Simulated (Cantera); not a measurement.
Feed: 1 mol FeS2, 2.1 mol SO3, 0.98 mol O2, at 7.50 Torr.

Equilibrium computed with Cantera from the NASA thermochemical tables; the gas is ideal and each condensed phase is pure. Candidate condensed phases: Fe, FeO, FeS, FeSO4, FeS2, Fe2O3, Fe2(SO4)3, Fe3O4, S; 12 gas species. FeS: taken at fixed stoichiometry. Gases not in the tables: S3 to S7. Rates play no part.

Q: Which condensed phases are stable at each of these points (T (°C)): 450, 475, 500, 525, 550, 575, 600, 625, 650, 675, 700, 725?

A: 
```json
[
 {"T (°C)": "450", "condensed phases": "FeS2(s) + Fe3O4(s)", "Fe condensed (%)": "100.0"},
 {"T (°C)": "475", "condensed phases": "FeS2(s) + Fe3O4(s)", "Fe condensed (%)": "100.0"},
 {"T (°C)": "500", "condensed phases": "FeS2(s) + Fe3O4(s)", "Fe condensed (%)": "100.0"},
 {"T (°C)": "525", "condensed phases": "FeS2(s) + Fe3O4(s)", "Fe condensed (%)": "100.0"},
 {"T (°C)": "550", "condensed phases": "FeS(s) + Fe3O4(s)", "Fe condensed (%)": "100.0"},
 {"T (°C)": "575", "condensed phases": "FeS(s) + Fe3O4(s)", "Fe condensed (%)": "100.0"},
 {"T (°C)": "600", "condensed phases": "FeS(s) + Fe3O4(s)", "Fe condensed (%)": "100.0"},
 {"T (°C)": "625", "condensed phases": "FeS(s) + Fe3O4(s)", "Fe condensed (%)": "100.0"},
 {"T (°C)": "650", "condensed phases": "FeS(s) + Fe3O4(s)", "Fe condensed (%)": "100.0"},
 {"T (°C)": "675", "condensed phases": "FeS(s) + Fe3O4(s)", "Fe condensed (%)": "100.0"},
 {"T (°C)": "700", "condensed phases": "FeS(s) + Fe3O4(s)", "Fe condensed (%)": "100.0"},
 {"T (°C)": "725", "condensed phases": "FeS(s) + Fe3O4(s)", "Fe condensed (%)": "100.0"}
]
```

From 450 °C to 525 °C the condensed part is FeS2(s) + Fe3O4(s). From 550 °C to 725 °C the condensed part is FeS(s) + Fe3O4(s).
